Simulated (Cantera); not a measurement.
Input: 1 mol CaO, 35 mol HF, 5.7 mol H₂, at 1377 °C.

Method: chemical equilibrium by Gibbs-energy minimisation in Cantera with the NASA 1993 tables (ideal gas, pure condensed phases). Candidate condensed phases: Ca, CaF₂, CaO, Ca(OH)₂, H₂O; 29 gas species. Rates play no part.

Problem. What share of the Ca ends up in condensed phases as a function of P (Pa), at 1, 6.80, 46, 320, 2200, 15000, 100000?

Solution. 
| P (Pa) | Ca condensed (%) | as |
|---|---|---|
| 1 | 0.0 | - |
| 6.80 | 0.0 | - |
| 46 | 0.0 | - |
| 320 | 51.9 | CaF₂(s) |
| 2200 | 93.1 | CaF₂(s) |
| 15000 | 99.0 | CaF₂(s) |
| 100000 | 99.8 | CaF₂(s) |
